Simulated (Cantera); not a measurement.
Input (Python, Cantera) and output of one run.

```python
import numpy as np
import cantera as ct

gas_names = """
    Hg N NO NO2 NO3 N2 N2O O O2 O3
""".split()
cond_names = """
    Hg(cr) Hg(L) HgO(s)
""".split()


def load(file, names, dense=False):
    # The tables refer to 1 bar. Condensed volumes are neglected.
    table = {s.name: s for s in ct.Species.list_from_file(file)}
    out = []
    for n in names:
        d = dict(table[n].input_data)
        d["thermo"] = dict(d["thermo"], **{"reference-pressure": 1e5})
        if dense:
            d["equation-of-state"] = {"model": "constant-volume", "density": "1e6 g/cm^3"}
        out.append(ct.Species.from_dict(d))
    return out


gas = ct.Solution(thermo="ideal-gas", species=load("nasa_gas.yaml", gas_names))
cond = {s.name: ct.Solution(thermo="fixed-stoichiometry", species=[s], name=s.name)
        for s in load("nasa_condensed.yaml", cond_names, dense=True)}
atoms = {
    'HgO': {'Hg': 1, 'O': 1},
    'O2': {'O': 2},
    'N2': {'N': 2},
}
top_T = {}  # K; cautious upper limits of use, not melting points


def equilibrate(T, P, feed):
    n = {}
    for name, mol in feed.items():
        for a, k in atoms[name].items():
            n[a] = n.get(a, 0.0) + k * mol
    gas.TPX = T, P, n
    mass = sum(n.values()) * gas.mean_molecular_weight
    gas.equilibrate("TP")
    valid = [c for c in cond.values() if c.min_temp <= T <= top_T.get(c.name, c.max_temp)]
    mix = ct.Mixture([(gas, mass / gas.mean_molecular_weight)] + [(c, 0.0) for c in valid])
    mix.T, mix.P = T, P
    mix.equilibrate("TP", solver="vcs", rtol=1e-11, max_steps=5000)
    return mix


results = []
feed = {'HgO': 1, 'O2': 0.26, 'N2': 0.21}  # mol
T = 725  # K
for P in [10, 36, 130, 460, 1700, 6000, 22000, 77000, 280000, 1000000]:
    mix = equilibrate(T, P, feed)
    results.append((T, P, feed, dict(zip(mix.species_names, mix.species_moles))))

top = {s: max(r[3][s] / sum(r[3][g] for g in gas_names) for r in results) for s in gas_names}
cols = sorted((s for s in top if top[s] > 1e-05), key=lambda s: -top[s])[:8]
seen = [c for c in cond_names if any(r[3].get(c, 0) > 1e-12 for r in results)]
print("log10 of partial pressures in bar; condensed amounts in mol")
print(f"{'P/Pa':>10s}" + "".join(f"{s[:9]:>10s}" for s in cols + seen))
for T, P, feed, n in results:
    ng = sum(n[g] for g in gas_names)
    print(f"{P:10.4g}" + "".join(f"{np.log10(max(n[s] / ng * P / 1e5, 1e-99)):10.3f}" for s in cols)
          + "".join(f"{n.get(c, 0):10.4g}" for c in seen))
```

Output:

```
log10 of partial pressures in bar; condensed amounts in mol
      P/Pa        O2        Hg        N2    HgO(s)
        10    -4.414    -4.294    -4.972         0
        36    -3.857    -3.738    -4.416         0
       130    -3.300    -3.181    -3.858         0
       460    -2.751    -2.632    -3.309         0
      1700    -2.183    -2.064    -2.742         0
      6000    -1.636    -1.516    -2.194         0
   2.2e+04    -1.071    -0.952    -1.630         0
   7.7e+04    -0.527    -0.408    -1.086         0
   2.8e+05     0.153    -0.411    -0.004    0.9178
     1e+06     0.738    -0.704     0.637    0.9904
```

These are equilibrium values from Cantera (NASA tables, ideal gas, pure condensed phases), not measurements of a reactor.
